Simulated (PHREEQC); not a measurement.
Dissolve 24 mmol/kgw HNO3, 42 mmol/kgw Al(NO3)3 and 0.45 mmol/kgw CO2 at 25 °C. Closed to the air; pH follows from the charge balance.

Equilibrium calculation in PHREEQC: ion-association model, phreeqc.dat.

Each row changes one thing in this solution. Precipitation was switched off in this run.

| case | pH | HCO3- (mol/kgw) | (CO2)2 (mol/kgw) |
|---|---|---|---|
| as made | 1.73 | 1.55e-8 | 3.96e-9 |
| CO2 from 0.00045 to 0.0045 mol/kgw | 1.73 | 1.55e-7 | 3.96e-7 |
| HNO3 left out | … | 7.82e-7 | … |
| Al(NO3)3 left out | 1.67 | … | 3.74e-9 |
| HNO3 replaced by Ca(NO3)2 at the same molality | 3.44 | … | … |
| temperature from 25 to 85 °C | 1.73 | 1.62e-8 | 1.62e-8 |

Task: Complete the blanks.

Result: 
- HNO3 left out, pH: 3.43
- HNO3 left out, (CO2)2 (mol/kgw): 3.92e-9
- Al(NO3)3 left out, HCO3- (mol/kgw): 1.10e-8
- HNO3 replaced by Ca(NO3)2 at the same molality, HCO3- (mol/kgw): 8.25e-7
- HNO3 replaced by Ca(NO3)2 at the same molality, (CO2)2 (mol/kgw): 3.99e-9

Away from 25 °C the constants follow the database's enthalpies or fits; those with neither stay at their 25 °C values.
